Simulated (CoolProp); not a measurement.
A simple Rankine cycle with dimethyl ether: condensing at 312.15 K, boiler at 2.62 MPa, turbine inlet 376.3 K, turbine efficiency 0.8, pump efficiency 0.6, no recuperator. Each further row changes one setting.

Model: reference Helmholtz-energy equation of state, Wu 2011, in CoolProp.

| case | thermal efficiency (%) | net work (kJ/kg) | heat in (kJ/kg) | turbine exit temperature (K) | volume ratio over the turbine |
|---|---|---|---|---|---|
| as stated | ? | ? | 443 | 325.8 | 3.10 |
| turbine inlet 396.3 K | 9.3 | 45.2 | 488 | 348.2 | 3.03 |
| condensing temperature 304.15 K | ? | ? | ? | 317.6 | 3.82 |
| boiler pressure 1.83 MPa | 6.6 | 30.8 | ? | 345.1 | ? |
| turbine efficiency 0.7 | 7.8 | 34.4 | 443 | 328.9 | 3.15 |

Problem. Complete the blanks.

Solution. 
- as stated, thermal efficiency (%): 9.0
- as stated, net work (kJ/kg): 40.0
- condensing temperature 304.15 K, thermal efficiency (%): 10.4
- condensing temperature 304.15 K, net work (kJ/kg): 48.1
- condensing temperature 304.15 K, heat in (kJ/kg): 463
- boiler pressure 1.83 MPa, heat in (kJ/kg): 468
- boiler pressure 1.83 MPa, volume ratio over the turbine: 2.09
